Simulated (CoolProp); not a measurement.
Oxygen along the isotherm 106.3 K: fugacity coefficient from the reference equation and from simpler models built on Tc = 154.6 K, pc = 5.046 MPa, ω = 0.022; each cubic takes its own stable root.

Computed with CoolProp (reference Helmholtz-energy equation of state, Schmidt 1985).

| p (MPa) | phase | reference |
|---|---|---|
| 0.16 | gas | 0.9691 |
| 0.303 | gas | 0.9414 |
| 0.574 | liquid | 0.6717 |
| 1.09 | liquid | 0.3600 |
| 2.06 | liquid | 0.1969 |
| 3.91 | liquid | 0.1105 |
| 7.41 | liquid | 0.06560 |
| 14 | liquid | 0.04324 |
| 26.6 | liquid | 0.03431 |
| 50.5 | liquid | 0.03840 |

Q: How far does each simpler model (van der Waals, Redlich-Kwong, Soave-Redlich-Kwong, Peng-Robinson) lie from the reference over these 10 states: mean and median of the absolute difference, and the worst?

A: 
- van der Waals: mean 112.7 %, median 112.3 %, worst +290.4 % at 106.3 K and 50.5 MPa
- Redlich-Kwong: mean 6.8 %, median 8.2 %, worst -9.6 % at 106.3 K and 50.5 MPa
- Soave-Redlich-Kwong: mean 0.2 %, median 0.2 %, worst -0.5 % at 106.3 K and 50.5 MPa
- Peng-Robinson: mean 3.4 %, median 0.6 %, worst -16.4 % at 106.3 K and 50.5 MPa

At some of these states van der Waals gives the other phase, because its saturation line lies elsewhere.
